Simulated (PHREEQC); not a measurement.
Solution A (0.012 mol/kgw CdSO4) is mixed with solution B (69 mmol/kgw CuSO4 and 0.18 mmol/kgw HCl) at 25 °C; shares are by mass of water, 1 kg in all. Oxygen alone is held at its pressure in air (log pO2 = -0.68). No CO2 enters from the air. The run lets Cu(OH)2, Brochantite, Antlerite, Atacamite, Cd(OH)2, CdOHCl, Chalcanthite precipitate or redissolve, and no other solid.

The series has 11 steps of share of solution B, from 0 to 1.

Computed with PHREEQC (ion-association model, wateq4f.dat).

Which solids form, in which order, and at which step of the series does each first stand?

Antlerite from share of solution B = 0.1 (pH 4.63).
